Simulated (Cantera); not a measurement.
Source: NASA polynomial tables (part measured, part estimated), evaluated in Cantera. Values are per mole of reaction as written; species without (g) are pure solids or liquids, kept so even where they would boil at 1 bar.

N(g) + 4 FeSO₄ ⇌ 4 SO₂(g) + 2 Fe₂O₃ + NO₂(g), with ΔH° = 439.0 kJ and ΔS° = 770.6 J/K at 300 K.

Problem. How far is the shortcut ΔG° ≈ ΔH°(300 K) − T·ΔS°(300 K) from the full temperature-dependent value at 375, 450, 525, 600, 675, 750, 825, 900 K?

Solution. 
| T (K) | shortcut (kJ) | full (kJ) | difference (kJ) | difference in log10 K |
|---|---|---|---|---|
| 375 | 150.1 | 150.2 | -0.2 | 0.03 |
| 450 | 92.3 | 93.1 | -0.8 | 0.09 |
| 525 | 34.5 | 36.4 | -1.9 | 0.19 |
| 600 | -23.3 | -19.9 | -3.5 | 0.30 |
| 675 | -81.1 | -75.6 | -5.5 | 0.43 |
| 750 | -138.9 | -131.0 | -7.9 | 0.55 |
| 825 | -196.7 | -186.1 | -10.6 | 0.67 |
| 900 | -254.5 | -241.0 | -13.5 | 0.78 |
The shortcut ignores the heat-capacity change of the reaction.
